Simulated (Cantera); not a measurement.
**Equilibrium for silicon nitride deposition: SiH₂Cl₂ + NH₃**

A closed system holds: 1 mol SiH₂Cl₂, 3.5 mol NH₃, held at 0.0100 bar.

Equilibrium computed with Cantera from the NASA thermochemical tables; the gas is ideal and each condensed phase is pure. Candidate condensed phases: NH₄Cl, Si, Si₃N₄; 28 gas species. The tables' values for SiCl₃ are old estimates; treat these amounts as uncertain. Kinetics and transport are ignored.

```csv
T (°C),x H₂,x HCl,x N₂,x SiCl₂,x SiCl₄,x SiCl₃,x SiHCl₃,x H,n Si₃N₄(s)
577,0.637,0.227,0.132,2.60e-9,0.00335,3.50e-7,1.56e-5,1.64e-10,0.324
627,0.636,0.229,0.132,2.16e-8,0.00269,1.10e-6,2.12e-5,9.32e-10,0.326
677,0.635,0.231,0.132,1.43e-7,0.00220,3.07e-6,2.77e-5,4.43e-9,0.327
727,0.634,0.233,0.131,7.79e-7,0.00183,7.67e-6,3.51e-5,1.81e-8,0.328
777,0.633,0.234,0.131,3.60e-6,0.00154,1.75e-5,4.35e-5,6.46e-8,0.329
827,0.633,0.235,0.131,1.44e-5,0.00132,3.70e-5,5.27e-5,2.06e-7,0.329
877,0.633,0.235,0.131,5.09e-5,0.00114,7.30e-5,6.26e-5,5.93e-7,0.330
927,0.633,0.235,0.131,0.000161,0.000998,0.000135,7.30e-5,1.57e-6,0.330
977,0.633,0.235,0.131,0.000460,0.000870,0.000236,8.35e-5,3.84e-6,0.329
1027,0.633,0.233,0.132,0.00120,0.000750,0.000389,9.28e-5,8.80e-6,0.327
1077,0.634,0.229,0.133,0.00283,0.000626,0.000596,9.91e-5,1.90e-5,0.322
1127,0.636,0.222,0.134,0.00603,0.000491,0.000835,9.95e-5,3.88e-5,0.313
```
x: gas mole fraction; n: condensed amount in mol.

From 577 °C to 1127 °C the condensed part is Si₃N₄(s). The main Si-bearing gas is SiCl₄ at 577 °C and SiCl₂ at 1127 °C.
